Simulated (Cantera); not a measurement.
What does this Cantera script print?

```python
import numpy as np
import cantera as ct

gas_names = [...]  # 113 gases of nasa_gas.yaml made of C, H, O, Ta
cond_names = """
    C(gr) C6H6(L) C7H8(L) C8H18(L),n-octa H2O(s) H2O(L) Ta(cr) Ta(L) TaC(s) TaC(L) Ta2O5(s) Ta2O5(L)
""".split()


# ... load() reads the species with a 1 bar reference pressure and builds the phases ...
atoms = {
    'Ta(OEt)5': {'Ta': 1, 'C': 10, 'H': 25, 'O': 5},
    'H2O': {'H': 2, 'O': 1},
}
top_T = {'C(gr)': 4500}  # K; cautious upper limits of use, not melting points


# ... equilibrate(T, P, feed) seeds the gas with the atoms and calls Mixture.equilibrate('TP', solver="vcs", rtol=1e-11, max_steps=5000) ...
results = []
feed = {'Ta(OEt)5': 1, 'H2O': 2.7}  # mol
T = 2300  # K
for P in [0.1, 1, 10, 100, 1000, 10000, 100000, 1000000]:
    mix = equilibrate(T, P, feed)
    results.append((T, P, feed, dict(zip(mix.species_names, mix.species_moles))))

top = {s: max(r[3][s] / sum(r[3][g] for g in gas_names) for r in results) for s in gas_names}
cols = sorted((s for s in top if top[s] > 1e-06), key=lambda s: -top[s])[:9]
seen = [c for c in cond_names if any(r[3].get(c, 0) > 1e-12 for r in results)]
print("log10 of partial pressures in bar; condensed amounts in mol")
print(f"{'P/Pa':>10s}" + "".join(f"{s[:9]:>10s}" for s in cols + seen))
for T, P, feed, n in results:
    ng = sum(n[g] for g in gas_names)
    print(f"{P:10.4g}" + "".join(f"{np.log10(max(n[s] / ng * P / 1e5, 1e-99)):10.3f}" for s in cols)
          + "".join(f"{n.get(c, 0):10.4g}" for c in seen))
```

Output:

```
log10 of partial pressures in bar; condensed amounts in mol
      P/Pa         H        H2        CO        C3         C C2H2,acet        C2       CH4       C2H     C(gr)    TaC(s)
       0.1    -6.109    -8.190    -6.699    -8.079    -8.178   -10.756    -9.029   -20.151   -10.020         0         1
         1    -5.138    -6.248    -5.672    -7.777    -8.078    -8.612    -8.828   -16.165    -8.848     1.049         1
        10    -4.311    -4.593    -4.595    -7.777    -8.078    -6.957    -8.828   -12.855    -8.020     1.208         1
       100    -3.672    -3.315    -3.522    -7.777    -8.078    -5.679    -8.828   -10.299    -7.381     1.189         1
      1000    -3.126    -2.223    -2.490    -7.777    -8.078    -4.587    -8.828    -8.115    -6.835     1.175         1
     1e+04    -2.611    -1.193    -1.479    -7.777    -8.078    -3.558    -8.828    -6.056    -6.320     1.171         1
     1e+05    -2.106    -0.184    -0.475    -7.777    -8.078    -2.549    -8.828    -4.038    -5.816     1.167         1
     1e+06    -1.605     0.818     0.526    -7.777    -8.078    -1.547    -8.828    -2.034    -5.315     1.147         1
```

These are equilibrium values from Cantera (NASA tables, ideal gas, pure condensed phases), not measurements of a reactor. The feed counts by its element totals alone. TaC: taken at fixed stoichiometry. Condensed phases not in the tables: Ta2C.
